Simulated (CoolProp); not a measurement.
Properties of R1234ze(E) at several states (Tc = 382.5 K, pc = 3635 kPa, ω = 0.313).

The numbers come from the reference Helmholtz-energy equation of state, Thol 2016 in CoolProp.

```
T (K)  p (kPa)   phase  density (kg/m³)  cp (kJ/(kg K))  fugacity coefficient
-----  -------  ------  ---------------  --------------  --------------------
246.7     1060  liquid             1316           1.268               0.06888
222.7     5760  liquid             1387           1.232              0.004509
304.5      562     gas            29.28          0.9929                0.8809
354       2330  liquid            934.5           1.769                0.6611
204.7      754  liquid             1423           1.224              0.008470
176.2      483  liquid             1493           1.216              0.001076
```
